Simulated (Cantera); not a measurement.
A Cantera script and its output.

```python
import numpy as np
import cantera as ct

gas = ct.Solution("h2o2.yaml")
gas.TPX = 375, 250000, {'H2': 1, 'O2': 0.2, 'N2': 0.752}
flame = ct.FreeFlame(gas, width=0.021)
flame.set_refine_criteria(ratio=3, slope=0.08, curve=0.16)
flame.transport_model = "mixture-averaged"
flame.solve(loglevel=0, auto=True)
z, T = flame.grid, flame.T
thick = (T[-1] - T[0]) / np.gradient(T, z).max()
show = ['H2', 'O2', 'H', 'H2O2', 'OH', 'HO2']
print(f"laminar burning velocity  {flame.velocity[0] * 100:.3f} cm/s")
print(f"burnt temperature         {T[-1]:.1f} K")
print(f"thermal thickness         {thick * 1e3:.4f} mm")
print(f"grid points               {len(z)}")
z0 = z[flame.heat_release_rate.argmax()]
print(f"{'z/mm':>9s}{'T/K':>9s}{'u/(m/s)':>9s}" + "".join(f"{s:>11s}" for s in show))
rows = []
for k in (-3, -2, -1.5, -1, -0.5, -0.25, 0, 0.25, 0.5, 1, 2, 4, 8):
    zz = z0 + k * thick
    rows.append([k * thick, np.interp(zz, z, T), np.interp(zz, z, flame.velocity),
                 *(np.interp(zz, z, flame.X[gas.species_index(s)]) for s in show)])
    print(f"{rows[-1][0] * 1e3:9.3f}{rows[-1][1]:9.1f}{rows[-1][2]:9.3f}" + "".join(f"{x:11.3e}" for x in rows[-1][3:]))
```

Result:

```
laminar burning velocity  373.579 cm/s
burnt temperature         1960.6 K
thermal thickness         0.1194 mm
grid points               117
     z/mm      T/K  u/(m/s)         H2         O2          H       H2O2         OH        HO2
   -0.358    375.0    3.736  5.123e-01  1.025e-01  9.591e-16  7.120e-13  7.576e-15  9.608e-12
   -0.239    375.0    3.736  5.123e-01  1.025e-01  7.232e-14  1.015e-10  5.727e-13  1.305e-09
   -0.179    375.1    3.737  5.122e-01  1.025e-01  1.194e-12  2.290e-09  1.035e-11  2.877e-08
   -0.119    376.5    3.747  5.117e-01  1.026e-01  1.117e-10  6.669e-08  1.144e-09  8.266e-07
   -0.060    436.9    4.278  5.017e-01  1.037e-01  1.806e-05  2.490e-05  2.691e-05  3.082e-04
   -0.030    730.5    6.924  4.687e-01  9.633e-02  2.675e-03  7.578e-05  6.373e-04  4.888e-04
    0.000   1108.0   10.249  4.142e-01  7.260e-02  1.609e-02  1.924e-05  8.411e-04  1.966e-04
    0.030   1378.0   12.653  3.588e-01  3.819e-02  3.451e-02  2.198e-06  1.416e-03  8.727e-05
    0.060   1525.8   13.990  3.265e-01  1.459e-02  4.483e-02  7.967e-07  1.575e-03  3.188e-05
    0.119   1646.1   15.039  3.130e-01  1.716e-03  4.467e-02  3.195e-07  1.490e-03  3.523e-06
    0.239   1737.6   15.785  3.179e-01  8.839e-05  3.467e-02  1.705e-07  1.383e-03  1.948e-07
    0.478   1816.8   16.411  3.250e-01  2.032e-05  2.383e-02  8.760e-08  1.129e-03  5.877e-08
    0.956   1877.4   16.880  3.308e-01  8.698e-06  1.506e-02  3.936e-08  8.059e-04  2.797e-08
```

Computed with Cantera and the H2/O2 subset of GRI-Mech 3.0, which has no nitrogen chemistry. The hydrogen kinetics of GRI-Mech 3.0 are dated; newer H2 mechanisms differ, most at raised pressure. Burning velocities carry a grid error of a few per cent, more on coarse grids.
